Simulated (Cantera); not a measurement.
Feed: 1 mol FeS2, 0.14 mol SO2, 5.5 mol O2, equilibrated at 725 °C and 0.540 bar.

These are equilibrium values from Cantera (NASA tables, ideal gas, pure condensed phases), not measurements of a reactor. Candidate condensed phases: Fe, FeO, FeS, FeSO4, FeS2, Fe2O3, Fe2(SO4)3, Fe3O4, S; 12 gas species. Rates play no part.

Base state: O2 0.510, SO2 0.249, SO3 0.242 (mole fractions); condensed: Fe2O3(s).

Q: What changes in the equilibrium state with this change: O2 from 5.5 to 0.17 mol?

A: 
```csv
species,before,after
S2,<1e-9,0.560
SO2,0.249,0.419
S2O,<1e-9,0.0209
O2,0.510,<1e-9
SO3,0.242,1.39e-8
SO,<1e-9,4.18e-5
S8,<1e-9,2.58e-5
"Fe2O3(s), mol",0.500,0
"FeS(s), mol",0,1.00
```
FeS: taken at fixed stoichiometry. Gases not in the tables: S3 to S7.

Q: What changes in the equilibrium state with this change: temperature from 725 °C to 852 °C?

A: 
| species | before | after |
|---|---|---|
| O2 | 0.510 | 0.541 |
| SO2 | 0.249 | 0.362 |
| SO3 | 0.242 | 0.0963 |
| Fe2O3(s), mol | 0.500 | 0.500 |
